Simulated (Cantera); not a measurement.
Charge: 1 mol Al, 2 mol O2, 7.3 mol N2, equilibrated at 203 Torr.

These are equilibrium values from Cantera (NASA tables, ideal gas, pure condensed phases), not measurements of a reactor. Candidate condensed phases: Al, AlN, Al2O3; 16 gas species. Kinetics and transport are ignored. All values below are at 1498 K.

Base state: N2 0.853, O2 0.146, NO 0.00105 (mole fractions); condensed: Al2O3(s).

Task: What changes in the equilibrium state with this change: 0.14 mol Cl2 added?

Result: 
```
species         before    after
-------------  -------  -------
N2               0.853    0.835
O2               0.146    0.142
Cl                   0   0.0113
Cl2                  0   0.0103
ClO                  0  5.46e-5
NO             0.00105  0.00103
Al2O3(s), mol    0.500    0.500
```
Further candidate phases: AlCl3.
